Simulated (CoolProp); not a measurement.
Vapour-liquid equilibrium of n-pentane (1) + acetone (2) at 309.4 K; x and y are mole fractions of (1).

Values from CoolProp's multi-fluid Helmholtz-energy mixture model, Thol 2019 and Lemmon 2006; pair parameters Bell 2016.

| x | bubble pressure (kPa) | y at the bubble point | dew pressure at overall composition x (kPa) | liquid density (mol/L) |
|---|---|---|---|---|
| 0.05 | 67.08 | 0.298 | 51.25 | 12.91 |
| 0.125 | 85.64 | 0.479 | 55.24 | 12.38 |
| 0.2 | 97.07 | 0.561 | 59.85 | 11.89 |
| 0.275 | 104.0 | 0.607 | 65.25 | 11.43 |
| 0.35 | 108.3 | 0.636 | 71.65 | 11.00 |
| 0.425 | 111.0 | 0.656 | 79.28 | 10.61 |
| 0.5 | 112.7 | 0.672 | 88.42 | 10.24 |
| 0.575 | 113.9 | 0.688 | 99.16 | 9.905 |
| 0.65 | 114.8 | 0.706 | 110.2 | 9.595 |
| 0.725 | 115.2 | 0.730 | 115.2 | 9.310 |
| 0.8 | 114.8 | 0.763 | 113.5 | 9.048 |
| 0.875 | 112.8 | 0.816 | 109.7 | 8.808 |
| 0.95 | 108.0 | 0.904 | 105.1 | 8.588 |

y crosses x between x = 0.725 and 0.8: the model has an azeotrope there.

The pair parameters rest on a limited set of measurements; away from them the model extrapolates. With so large a gap from Raoult's law the liquid may split in two, which this calculation doesn't test in full.
